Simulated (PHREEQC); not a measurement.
# Acid rinse or clean: an equilibrium model

Make-up at 49 °C: 0.035 mol/kgw HF. Closed to the air; pH follows from the charge balance.

Equilibrium calculation in PHREEQC: ion-association model, phreeqc.dat.

This is a speciation only: nothing precipitates in the calculation.

**Question.** Predict the pH, ionic strength.

**Answer.** pH 2.42; ionic strength 0.00410 mol/kgw.

**Question.** In which forms is F present?

**Answer.** HF 87 %, F- 10 %, HF2- 2.7 % of the F.

Complexes and solids missing from the database can't appear. Constants without temperature data keep their 25 °C values here.
